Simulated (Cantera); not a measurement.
Source: NASA polynomial tables (part measured, part estimated), evaluated in Cantera. Values are per mole of reaction as written; species without (g) are pure solids or liquids, kept so even where they would boil at 1 bar.

2 SO3(g) + MgCO3 = 9 O(g) + Mg + CS2(g)

| T (K) | ΔH° (kJ) | ΔS° (J/K) | ΔG° (kJ) | log10 K | condensed phases |
|---|---|---|---|---|---|
| 300 | ___ | ___ | ___ | ___ | MgCO3(s), Mg(s) |
| 625 | 4280.3 | 1183.3 | 3540.7 | -295.91 | MgCO3(s), Mg(s) |
| 675 | 4281.4 | 1185.1 | 3481.5 | -269.41 | MgCO3(s), Mg(s) |
| 725 | ___ | ___ | ___ | ___ | MgCO3(s), Mg(s) |
| 775 | 4283.0 | 1187.3 | 3362.9 | -226.65 | MgCO3(s), Mg(s) |
| 825 | 4283.4 | 1187.8 | 3303.5 | -209.16 | MgCO3(s), Mg(s) |
| 875 | ___ | ___ | ___ | ___ | MgCO3(s), Mg(s) |
| 925 | ___ | ___ | ___ | ___ | MgCO3(s), Mg(l) |
| 975 | 4292.3 | 1197.5 | 3124.8 | -167.40 | MgCO3(s), Mg(l) |

Task: What belongs in the gaps?

Result: 
- 300, ΔH° (kJ): 4262.9
- 300, ΔS° (J/K): 1141.2
- 300, ΔG° (kJ): 3920.5
- 300, log10 K: -682.61
- 725, ΔH° (kJ): 4282.3
- 725, ΔS° (J/K): 1186.4
- 725, ΔG° (kJ): 3422.2
- 725, log10 K: -246.56
- 875, ΔH° (kJ): 4283.7
- 875, ΔS° (J/K): 1188.2
- 875, ΔG° (kJ): 3244.1
- 875, log10 K: -193.66
- 925, ΔH° (kJ): 4292.2
- 925, ΔS° (J/K): 1197.4
- 925, ΔG° (kJ): 3184.7
- 925, log10 K: -179.83
